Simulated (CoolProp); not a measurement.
Vapour-liquid equilibrium of R134a (1) + methanol (2) at 0.132 MPa; x and y are mole fractions of (1).

Computed with CoolProp (multi-fluid Helmholtz-energy mixture model, Tillner-Roth 1994 and de Reuck 1993; pair parameters Bell 2016).

**Question.** Give the bubble temperature and the first vapour's composition at x = 0.05, 0.8, 0.95. Is there an azeotrope?

**Answer.** x = 0.05: 298.7 K, y = 0.869; x = 0.8: 257.4 K, y = 0.994; x = 0.95: 254.2 K, y = 0.998. No azeotrope shows between x = 0.05 and 0.95.

Pair parameters are fitted to limited data, so mixtures are less certain than the pure fluids. With so large a gap from Raoult's law the liquid may split in two, which this calculation doesn't test in full.
